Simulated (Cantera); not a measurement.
Charge: 1 mol TiO2, 2.7 mol CH4, 0.06 mol CO, held at 1000 °C and 1 atm.

These are equilibrium values from Cantera (NASA tables, ideal gas, pure condensed phases), not measurements of a reactor. Candidate condensed phases: C, C6H6, C7H8, C8H18, H2O, Ti, TiC, TiO, TiO2, Ti2O3, Ti3O5, Ti4O7; 113 gas species. Condensed phases not in the tables: Magnéli phases beyond Ti4O7. Rates play no part.

Base state: H2 0.937, CO 0.0541, CH4 0.00835, H2O 0.000611, CO2 2.13e-5 (mole fractions); condensed: C(graphite) + Ti4O7(s).

Q: What changes in the equilibrium state with this change: CO from 0.06 to 0.34 mol?

A: 
```json
[
 {"species": "H2", "before": "0.937", "after": "0.893"},
 {"species": "CO", "before": "0.0541", "after": "0.0982"},
 {"species": "CH4", "before": "0.00835", "after": "0.00759"},
 {"species": "CO2", "before": "2.13e-5", "after": "7.02e-5"},
 {"species": "H2O", "before": "0.000611", "after": "0.00106"},
 {"species": "C(graphite), mol", "before": "2.41", "after": "2.41"},
 {"species": "Ti4O7(s), mol", "before": "0.250", "after": "0.250"}
]
```
